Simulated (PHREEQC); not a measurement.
Model water analysis in mg/L, 25 °C, pH 6.48, pe 2.3:

```tsv
constituent	mg/L
Na	21.6
K	75.1
Ca	431
Mg	16.2
Cl	495
S(6) as SO4	398
Alkalinity as HCO3	214
N(-3) as NH4	0.223
Li	0.0363
```

Valence states are taken as typed.

Equilibrium calculation in PHREEQC: ion-association model, phreeqc.dat.

Question: The ionic strength comes out as 0.0356 mol/kgw. What activity coefficients do SO4-2, Mg+2, NaSO4-, HCO3-, Cl- get?

Answer: SO4-2 0.51, Mg+2 0.52, NaSO4- 0.85, HCO3- 0.85, Cl- 0.84.

This is a speciation only: nothing precipitates in the calculation. Species that the database lacks are ignored.
